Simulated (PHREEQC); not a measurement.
Solution (25 °C and 10 atm): 0.0065 mol/kgw CuCl2, 4.2e-05 mol/kgw HNO3 and 0.057 mol/kgw FeCl3. Closed to the air; pH follows from the charge balance.

All values are PHREEQC results (ion-association model, phreeqc.dat), not measurements.

```tsv
quantity	before	after
pH	1.95	4.44
ionic strength (mol/kgw)	0.264	0.0956
Cl- (mol/kgw)	0.152	0.0757
```

Question: What was changed between the two runs?
A) FeCl3 replaced by CdCl2 at the same molality
B) FeCl3 from 0.057 to 0.0513 mol/kgw
C) FeCl3 from 0.057 to 0.0627 mol/kgw
D) CuCl2 replaced by LiCl at the same molality
E) temperature from 25 to 80 °C

Answer: A, FeCl3 replaced by CdCl2 at the same molality

Precipitation was switched off in this run. Some of these states are supersaturated (in Hematite (slow to form), Goethite (slow to form), for instance).
